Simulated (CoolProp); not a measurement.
Computed with CoolProp (reference Helmholtz-energy equation of state, Lemmon 2013).

For propylene, give the phase and the cp (kJ/(kg K)), viscosity (µPa s), fugacity coefficient at 199.7 K and 1.55 MPa.


- 199.7 K and 1.55 MPa: liquid; cp 2.11, viscosity 271, fugacity coefficient 0.0178

Viscosity comes from a separate model (Huber 2003), an estimate that may be off by 10 % or more.
